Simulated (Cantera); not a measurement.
A closed system holds: 1 mol CuO, 2 mol C, 0.63 mol H₂, equilibrated at 2048 K and 1330 Pa.

These are equilibrium values from Cantera (NASA tables, ideal gas, pure condensed phases), not measurements of a reactor. Candidate condensed phases: C, C₆H₆, C₇H₈, C₈H₁₈, Cu, CuO, Cu(OH)₂, Cu₂O, H₂O; 113 gas species. Equilibrium is a limit: real reactors are often held back by kinetics, nucleation or transport.

Base state: CO 0.379, Cu 0.376, H₂ 0.234, H 0.00938, Cu₂ 0.00137, C₂H₂ (acetylene) 0.000245 (mole fractions); condensed: C(graphite).

What changes in the equilibrium state with this change: CuO replaced by Ta₂O₅?


```
species             before     after
----------------  --------  --------
CO                   0.379     0.690
H₂                   0.234     0.298
H                  0.00938    0.0106
Cu                   0.376         0
TaO₂                     0  0.000168
Cu₂                0.00137         0
C₂H₂ (acetylene)  0.000245     <1e-9
TaO                      0   2.85e-5
CO₂                3.91e-8  0.000366
H₂O                1.15e-7  0.000753
C(graphite), mol     0.999         0
TaC(s), mol              0     0.572
Ta₂O₅(s), mol            0     0.714
```
Mutual solubility and eutectic melting of coexisting phases are not modelled. TaC: taken at fixed stoichiometry. Condensed phases not in the tables: Ta₂C. Further candidate phases: Ta, TaC, Ta₂O₅.
